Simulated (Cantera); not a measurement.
## Hydrocarbon pyrolysis for carbon deposition

An isothermal, constant-pressure homogeneous reactor starts with C2H6 : H2 = 1 : 3.2 (molar parts), at 1498 K and 0.133 bar.

Detailed kinetics in Cantera: GRI-Mech 3.0 (53 species, 325 reactions). GRI-Mech 3.0 stops at C3 and has no aromatics, soot or wall deposition, so with more carbon than oxygen in the feed, carbon stays in small species such as C2H2 where larger ones or solid carbon would form.

```csv
t (s),x C2H6,x H2,x H,x C2H4,x C2H2,x CH2,x CH3
9.00e-5,0.177,0.754,0.000407,0.0322,0.000367,1.70e-6,0.00482
0.000253,0.0774,0.736,0.000474,0.0828,0.00457,1.37e-6,0.00400
0.000713,0.0112,0.727,0.000328,0.102,0.0205,3.77e-7,0.00149
0.00201,0.00105,0.732,0.000117,0.0876,0.0396,5.16e-8,0.000453
0.00565,0.000137,0.736,4.59e-5,0.0702,0.0556,8.63e-9,0.000173
0.0159,4.75e-5,0.741,3.03e-5,0.0502,0.0733,3.74e-9,0.000111
0.0448,3.27e-5,0.748,3.00e-5,0.0230,0.0974,3.43e-9,0.000106
0.126,2.41e-5,0.753,3.04e-5,0.00536,0.113,3.33e-9,0.000104
0.355,2.21e-5,0.757,3.08e-5,0.00368,0.116,3.26e-9,0.000101
1.00,1.91e-5,0.764,3.17e-5,0.00377,0.120,3.10e-9,9.38e-5
```
x: mole fraction; the columns are a selection and need not sum to one.

Equilibrium at this temperature and pressure: C2H6 4.37e-6, H2 0.816, H 4.28e-5, C2H4 0.00458, C2H2 0.146, CH2 1.50e-9, CH3 3.45e-5 (gas phase only).
